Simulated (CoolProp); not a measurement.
Properties of R21 along the isobar 101 kPa (Tc = 452.7 K, pc = 5289 kPa, ω = 0.206).

Values from CoolProp's reference Helmholtz-energy equation of state, Platzer 1990. This equation is an older, rougher fit.

```
T (K)  phase  density (kg/m³)  cp (kJ/(kg K))  speed of sound (m/s)  Joule-Thomson coefficient (K/MPa)  fugacity coefficient
-----  -----  ---------------  --------------  --------------------  ---------------------------------  --------------------
356.9    gas            3.557          0.6589                 179.5                                [?]                0.9851
365.2    gas            3.472          0.6650                 181.6                              21.85                0.9863
373.5    gas            3.391          0.6710                 183.7                              20.38                0.9873
381.8    gas            3.314          0.6769                 185.7                              19.05                0.9883
390.1    gas            3.240             [?]                   [?]                              17.85                0.9891
398.4    gas            3.170          0.6887                   [?]                              16.75                0.9899
406.7    gas            3.103          0.6945                 191.6                                [?]                0.9906
414.9    gas            3.040          0.7001                 193.5                              14.85                0.9913
423.2    gas            2.979          0.7058                 195.4                              14.01                0.9919
431.5    gas            2.920          0.7113                 197.3                              13.24                0.9924
439.8    gas            2.863          0.7168                 199.1                              12.54                0.9929
448.1    gas            2.809          0.7221                   [?]                              11.89                0.9933
456.4    gas            2.757          0.7274                 202.8                                [?]                0.9938
464.7    gas            2.706          0.7325                   [?]                              10.72                0.9942
473      gas            2.658          0.7376                 206.4                              10.21                0.9945
```

**Question.** What belongs in the gaps?

**Answer.** 
- 356.9, Joule-Thomson coefficient (K/MPa): 23.48
- 390.1, cp (kJ/(kg K)): 0.6828
- 390.1, speed of sound (m/s): 187.7
- 398.4, speed of sound (m/s): 189.7
- 406.7, Joule-Thomson coefficient (K/MPa): 15.75
- 448.1, speed of sound (m/s): 201.0
- 456.4, Joule-Thomson coefficient (K/MPa): 11.28
- 464.7, speed of sound (m/s): 204.6
